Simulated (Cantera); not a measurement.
What does this Cantera script print?

```python
import numpy as np
import cantera as ct

gas_names = """
    C CO CO2 C2 C2O C3 C3O2 C4 C5 Fe FeC5O5 FeO O O2 O3
""".split()
cond_names = """
    C(gr) Fe(a) Fe(c) Fe(d) Fe(L) FeC5O5(L) FeO(s) FeO(L) Fe2O3(s) Fe3O4(s)
""".split()


# ... load() reads the species with a 1 bar reference pressure and builds the phases ...
atoms = {
    'Fe2O3': {'Fe': 2, 'O': 3},
    'CO': {'C': 1, 'O': 1},
}
top_T = {'C(gr)': 4500, 'Fe2O3(s)': 1830, 'Fe3O4(s)': 1870}  # K; cautious upper limits of use, not melting points


# ... equilibrate(T, P, feed) seeds the gas with the atoms and calls Mixture.equilibrate('TP', solver="vcs", rtol=1e-11, max_steps=5000) ...
results = []
feed = {'Fe2O3': 1, 'CO': 5.4}  # mol
T = 1000  # K
P = 33  # Pa
mix = equilibrate(T, P, feed)
results.append((T, P, feed, dict(zip(mix.species_names, mix.species_moles))))
print(gas.report(threshold=1e-06))
for i in range(1, mix.n_phases):
    print(f"{mix.phase(i).name:16s} {mix.phase_moles(i):12.5e} mol")
```

Result:

```
       temperature   1000 K
          pressure   33 Pa
           density   0.00012413 kg/m^3
  mean mol. weight   31.276 kg/kmol
   phase of matter   gas

                          1 kg             1 kmol
                     ---------------   ---------------
          enthalpy        -4.611e+06       -1.4421e+08  J
   internal energy       -4.8768e+06       -1.5253e+08  J
           entropy            9991.6         3.125e+05  J/K
    Gibbs function       -1.4603e+07       -4.5671e+08  J
 heat capacity c_p            1198.4             37482  J/K
 heat capacity c_v            932.58             29167  J/K

                      mass frac. Y      mole frac. X     chem. pot. / RT
                     ---------------   ---------------   ---------------
                CO           0.71277           0.79588           -47.139
               CO2           0.28723           0.20412           -85.304
     [  +13 minor]         8.052e-11        4.5094e-11

C(gr)             0.00000e+00 mol
Fe(a)             1.02266e-01 mol
FeC5O5(L)         0.00000e+00 mol
FeO(s)            1.89773e+00 mol
Fe2O3(s)          0.00000e+00 mol
Fe3O4(s)          0.00000e+00 mol
```

Method: chemical equilibrium by Gibbs-energy minimisation in Cantera with the NASA 1993 tables (ideal gas, pure condensed phases). The tables' stoichiometric FeO is somewhat more stable than real wüstite, so its field is too wide. FeO: taken at fixed stoichiometry.
